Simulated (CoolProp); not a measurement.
Vapour-liquid equilibrium of sulfur dioxide (1) + toluene (2) at 0.614 MPa; x and y are mole fractions of (1).

The numbers come from the multi-fluid Helmholtz-energy mixture model, Gao 2016 and Lemmon 2006; pair parameters Bell 2016 in CoolProp.

```csv
x,bubble temperature (K),y at the bubble point,dew temperature at overall composition x (K),liquid density (mol/L)
0.05,438.6,0.369,459.3,8.028
0.15,399.7,0.759,453.3,9.056
0.25,373.4,0.896,446.9,10.03
0.35,355.7,0.948,440.0,11.02
0.45,343.4,0.971,432.3,12.05
0.55,334.5,0.983,423.7,13.18
0.65,327.8,0.990,413.6,14.44
0.75,322.5,0.994,401.0,15.88
0.85,318.1,0.997,384.1,17.55
0.95,314.1,0.999,354.7,19.55
```

No azeotrope shows between x = 0.05 and 0.95.

Pair parameters are fitted to limited data, so mixtures are less certain than the pure fluids.
